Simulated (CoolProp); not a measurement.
Vapour-liquid equilibrium of carbon dioxide (1) + ethane (2) at 16.7 bar; x and y are mole fractions of (1).

The numbers come from the multi-fluid Helmholtz-energy mixture model, Span 1996 and Bücker 2006; pair parameters Kunz 2012 in CoolProp.

| x | bubble temperature (K) | y at the bubble point | dew temperature at overall composition x (K) | liquid density (mol/L) |
|---|---|---|---|---|
| 0.05 | 255.6 | 0.110 | 257.5 | 14.68 |
| 0.2 | 248.4 | 0.345 | 252.8 | 15.66 |
| 0.35 | 244.5 | 0.485 | 248.2 | 16.66 |
| 0.5 | 242.7 | 0.578 | 244.2 | 17.80 |
| 0.65 | 242.2 | 0.653 | 242.2 | 19.23 |
| 0.8 | 242.7 | 0.739 | 243.7 | 21.05 |
| 0.95 | 245.7 | 0.901 | 246.8 | 23.23 |

y crosses x between x = 0.65 and 0.8: the model has an azeotrope there.

Pair parameters are fitted to limited data, so mixtures are less certain than the pure fluids.
